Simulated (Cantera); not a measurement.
Mixture: CH₄ : C₂H₆ : C₃H₈ : O₂ : N₂ = 1 : 0.095 : 0.33 : 2.21 : 14.6 (molar parts), at 760 Torr, adiabatic and at constant pressure. Ignition delay is the time to a rise of 400 K.

Model: GRI-Mech 3.0 (53 species, 325 reactions), integrated in Cantera. GRI-Mech 3.0 was tuned for natural gas; its chemistry of propane as a main component is partial and can be far from experiment.

Q: What does this change do: pressure from 760 Torr to 6300 Torr?

A: 
```csv
quantity,before,after
delay at 1025 K,0.220 s,24.5 ms
delay at 1175 K,14.6 ms,3.22 ms
delay at 1325 K,1.36 ms,0.392 ms
delay at 1475 K,0.248 ms,68.4 µs
apparent activation energy between 1400 and 1550 K,170 kJ/mol,180 kJ/mol
```
